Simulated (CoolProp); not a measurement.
Ethylene at 293.15 K and 2.8 MPa is compressed adiabatically to 11.5 MPa with isentropic efficiency 0.6. Each further row changes one setting.

Model: reference Helmholtz-energy equation of state, Smukala 2000, in CoolProp.

```tsv
case	work (kJ/kg)	final temperature (K)	final density (kg/m³)
as stated	187	425.9	109
efficiency 1	112	397.2	126
efficiency 0.65	173	420.3	112
```
